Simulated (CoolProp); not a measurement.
Water along the isotherm 268.65 °C: fugacity coefficient from the reference equation and from simpler models built on Tc = 373.9 °C, pc = 220.6 bar, ω = 0.344; each cubic takes its own stable root.

Computed with CoolProp (reference Helmholtz-energy equation of state, Wagner 2002).

```csv
p (bar),phase,reference,Redlich-Kwong,Soave-Redlich-Kwong,Peng-Robinson
0.349,gas,0.9990,0.9991,0.9990,0.9990
0.661,gas,0.9980,0.9983,0.9982,0.9980
1.25,gas,0.9963,0.9968,0.9965,0.9963
2.38,gas,0.9929,0.9939,0.9934,0.9929
4.51,gas,0.9865,0.9885,0.9875,0.9865
8.54,gas,0.9745,0.9783,0.9763,0.9746
16.2,gas,0.9513,0.9589,0.9551,0.9519
30.7,gas,0.9066,0.9223,0.9152,0.9095
58.2,liquid,0.7722,0.8533,0.8079,0.7904
110,liquid,0.4197,0.5650,0.4441,0.4324
```

At some of these states Redlich-Kwong gives the other phase, because its saturation line lies elsewhere.
